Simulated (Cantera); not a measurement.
An adiabatic, constant-volume homogeneous reactor starts with CH4 : H2 : O2 : N2 = 1 : 0.18 : 4.18 : 15.7 (molar parts), at 1125 K and 100000 Pa. Integrator tolerance rtol = 1e-08.

Model: GRI-Mech 3.0 (53 species, 325 reactions), integrated in Cantera.

What does this change do: initial temperature 1125 to 1348 K?


```
quantity                                                              before                                    after
---------------------------------  -----------------------------------------  ---------------------------------------
time of steepest temperature rise                                    13.9 ms                                  1.47 ms
temperature at 3.00 s                                                 2372 K                                   2504 K
equilibrium temperature                                               2372 K                                   2504 K
x(CH4) at 3.00 s                       <1e-12 (gas-phase equilibrium <1e-12)    <1e-12 (gas-phase equilibrium <1e-12)
x(H2) at 3.00 s                    0.000702 (gas-phase equilibrium 0.000702)  0.00143 (gas-phase equilibrium 0.00143)
x(O2) at 3.00 s                        0.0924 (gas-phase equilibrium 0.0924)    0.0903 (gas-phase equilibrium 0.0903)
x(CH2) at 3.00 s                       <1e-12 (gas-phase equilibrium <1e-12)    <1e-12 (gas-phase equilibrium <1e-12)
x(CH3) at 3.00 s                       <1e-12 (gas-phase equilibrium <1e-12)    <1e-12 (gas-phase equilibrium <1e-12)
x(CH2CO) at 3.00 s                     <1e-12 (gas-phase equilibrium <1e-12)    <1e-12 (gas-phase equilibrium <1e-12)
```

What does this change do: O2 4.18 to 2.6 parts?


```json
[
 {"quantity": "time of steepest temperature rise", "before": "13.9 ms", "after": "27.2 ms"},
 {"quantity": "temperature at 3.00 s", "before": "2372 K", "after": "2446 K"},
 {"quantity": "equilibrium temperature", "before": "2372 K", "after": "2446 K"},
 {"quantity": "x(CH4) at 3.00 s", "before": "<1e-12 (gas-phase equilibrium <1e-12)", "after": "<1e-12 (gas-phase equilibrium <1e-12)"},
 {"quantity": "x(H2) at 3.00 s", "before": "0.000702 (gas-phase equilibrium 0.000702)", "after": "0.00211 (gas-phase equilibrium 0.00211)"},
 {"quantity": "x(O2) at 3.00 s", "before": "0.0924 (gas-phase equilibrium 0.0924)", "after": "0.0244 (gas-phase equilibrium 0.0244)"},
 {"quantity": "x(CH2) at 3.00 s", "before": "<1e-12 (gas-phase equilibrium <1e-12)", "after": "<1e-12 (gas-phase equilibrium <1e-12)"},
 {"quantity": "x(CH3) at 3.00 s", "before": "<1e-12 (gas-phase equilibrium <1e-12)", "after": "<1e-12 (gas-phase equilibrium <1e-12)"},
 {"quantity": "x(CH2CO) at 3.00 s", "before": "<1e-12 (gas-phase equilibrium <1e-12)", "after": "<1e-12 (gas-phase equilibrium <1e-12)"}
]
```
